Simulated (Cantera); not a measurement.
**Hydrocarbon pyrolysis for carbon deposition**

A perfectly stirred reactor is fed with CH4 : N2 = 1 : 48 (molar parts), at 233 Torr; it is held at 1398 K, and followed from long to short residence time.

Computed with Cantera and GRI-Mech 3.0 (53 species, 325 reactions). GRI-Mech 3.0 stops at C3 and has no aromatics, soot or wall deposition, so with more carbon than oxygen in the feed, carbon stays in small species such as C2H2 where larger ones or solid carbon would form.

| τ (s) | x CH4 | x C2H2 | x C2H | x CH2 | x C2H4 | x C2H6 |
|---|---|---|---|---|---|---|
| 5.9 | 0.0163 | 0.00186 | 8.92e-11 | 5.43e-10 | 0.000125 | 1.68e-5 |
| 2.6 | 0.0180 | 0.000984 | 5.28e-11 | 6.95e-10 | 0.000163 | 2.45e-5 |
| 1.2 | 0.0191 | 0.000442 | 2.67e-11 | 8.08e-10 | 0.000172 | 3.07e-5 |
| 0.52 | 0.0198 | 0.000128 | 8.92e-12 | 7.94e-10 | 0.000126 | 3.14e-5 |
| 0.23 | 0.0202 | 2.22e-5 | 1.93e-12 | 5.84e-10 | 5.64e-5 | 2.29e-5 |
| 0.10 | 0.0203 | 2.17e-6 | <1e-12 | 3.13e-10 | 1.49e-5 | 1.13e-5 |
| 0.046 | 0.0204 | 1.87e-7 | <1e-12 | 1.44e-10 | 3.22e-6 | 4.46e-6 |
| 0.020 | 0.0204 | 1.15e-8 | <1e-12 | 5.44e-11 | 5.17e-7 | 1.23e-6 |
| 0.0090 | 0.0204 | 6.62e-10 | <1e-12 | 1.75e-11 | 7.29e-8 | 2.50e-7 |
| 0.0040 | 0.0204 | 2.97e-11 | <1e-12 | 4.41e-12 | 7.87e-9 | 3.36e-8 |
| 0.0018 | 0.0204 | 1.24e-12 | <1e-12 | 1.01e-12 | 7.60e-10 | 3.63e-9 |
x: mole fraction; the columns are a selection and need not sum to one.
